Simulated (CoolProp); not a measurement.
A Linde-Hampson liquefier for carbon monoxide: isothermal reversible compression at 250 K from 1 atm to 15 MPa, throttling to 1 atm, return gas leaving the recuperator 0 K below the feed. Each further row changes one setting.

The numbers come from the reference Helmholtz-energy equation of state, Lemmon 2006 in CoolProp. It is a short technical equation, of lower accuracy than the large ones.

| case | liquid yield per pass | compression work (kJ/kg of gas) |
|---|---|---|
| as stated | 0.120 | 363 |
| high pressure 30 MPa | 0.167 | 415 |
| warm-end temperature 280 K | 0.086 | 412 |
| warm-end gap 5 K | 0.108 | 363 |
